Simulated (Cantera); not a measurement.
An isothermal, constant-pressure homogeneous reactor starts with 98.5 % N2O, 1.48 % H2O, at 1500 K and 15000 Pa.

Cantera simulation using GRI-Mech 3.0 (53 species, 325 reactions); the numbers are that mechanism's predictions, not measurements. GRI-Mech 3.0 was tuned for natural gas; its chemistry of N2O as a main component is partial and can be far from experiment. The temperature is held fixed by assumption; the heat of reaction is taken as removed at once.

Predict: x(N2O) at 9.00 s; x(H2O) at 9.00 s; x(H2) at 9.00 s; x(H) at 9.00 s; x(NO) at 9.00 s; x(NO2) at 9.00 s; x(N2) at 9.00 s.


| Property | Value |
|---|---|
| x(N2O) at 9.00 s | 5.27e-6 (gas-phase equilibrium 3.06e-8) |
| x(H2O) at 9.00 s | 0.00988 (gas-phase equilibrium 0.00988) |
| x(H2) at 9.00 s | 9.53e-8 (gas-phase equilibrium 8.46e-8) |
| x(H) at 9.00 s | 1.42e-8 (gas-phase equilibrium 1.33e-8) |
| x(NO) at 9.00 s | 0.136 (gas-phase equilibrium 0.00141) |
| x(NO2) at 9.00 s | 0.000314 (gas-phase equilibrium 3.65e-6) |
| x(N2) at 9.00 s | 0.592 (gas-phase equilibrium 0.659) |
